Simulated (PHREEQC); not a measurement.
Solution (20 °C): 0.012 mol/kgw H2S. Closed to the air; pH follows from the charge balance.

All values are PHREEQC results (ion-association model, phreeqc.dat), not measurements.

```csv
quantity,before,after
pH,4.47,4.97
ionic strength (mol/kgw),3.44e-5,1.08e-5
HS- (mol/kgw),3.44e-5,1.08e-5
```

Question: Which change was made?
A. diluted 2-fold with water
B. temperature from 20 to 25 °C
C. 0.00066 mol/kgw LiOH added
D. diluted 10-fold with water
E. H2S from 0.012 to 0.024 mol/kgw

Answer: D, diluted 10-fold with water

No solid was allowed to form.
